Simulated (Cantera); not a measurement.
An adiabatic, constant-volume homogeneous reactor starts with 6.20 % CH₄, 19.3 % O₂, 73.2 % N₂, 1.30 % H₂O, equivalence ratio 0.64, at 1250 K and 750 Torr.

Model: GRI-Mech 3.0 (53 species, 325 reactions), integrated in Cantera.

Problem. Predict: time of steepest temperature rise; temperature at 0.300 s; equilibrium temperature; x(O₂) at 0.300 s; x(H₂O) at 0.300 s; x(CO₂) at 0.300 s; x(NO) at 0.300 s; x(CO) at 0.300 s.

Solution. 
| Property | Result |
|---|---|
| time of steepest temperature rise | 18.1 ms |
| temperature at 0.300 s | 2595 K |
| equilibrium temperature | 2595 K |
| x(O₂) at 0.300 s | 0.0626 (gas-phase equilibrium 0.0626) |
| x(H₂O) at 0.300 s | 0.125 (gas-phase equilibrium 0.125) |
| x(CO₂) at 0.300 s | 0.0525 (gas-phase equilibrium 0.0525) |
| x(NO) at 0.300 s | 0.0141 (gas-phase equilibrium 0.0141) |
| x(CO) at 0.300 s | 0.00873 (gas-phase equilibrium 0.00873) |
